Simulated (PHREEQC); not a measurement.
Dissolve 15 mmol/kgw LiOH and 0.035 mmol/kgw K2SiO3 at 25 °C. Closed to the air; pH follows from the charge balance.

All values are PHREEQC results (ion-association model, wateq4f.dat), not measurements.

No solid was allowed to form.

Problem. Order these Si species by the share of Si that they hold, largest first: H2SiO4-2, H4SiO4, H3SiO4-.

Solution. H3SiO4- (88 %), H2SiO4-2 (11 %), H4SiO4 (0.40 %)

The pH is 12.12 and the ionic strength 0.0151 mol/kgw. Complexes and solids missing from the database can't appear.
